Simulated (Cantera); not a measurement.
Mixture: CO : H2 : O2 : N2 = 1 : 0.053 : 0.479 : 3.02 (molar parts), equivalence ratio 1.1, at 440000 Pa, adiabatic and at constant pressure. Ignition delay is the time to a rise of 400 K.

Cantera simulation using GRI-Mech 3.0 (53 species, 325 reactions); the numbers are that mechanism's predictions, not measurements. The hydrogen kinetics of GRI-Mech 3.0 are dated; newer H2 mechanisms differ, most at raised pressure. Where the delays flatten at high temperature, the 400 K rule measures the pace of heat release, not the induction time.

### Question
Predict: delay at 1275 K; delay at 1425 K; delay at 1575 K; delay at 1725 K; delay at 1875 K.

### Answer
```
Property          Result
---------------  -------
delay at 1275 K  47.1 µs
delay at 1425 K  27.4 µs
delay at 1575 K  21.2 µs
delay at 1725 K  19.1 µs
delay at 1875 K  19.2 µs
```
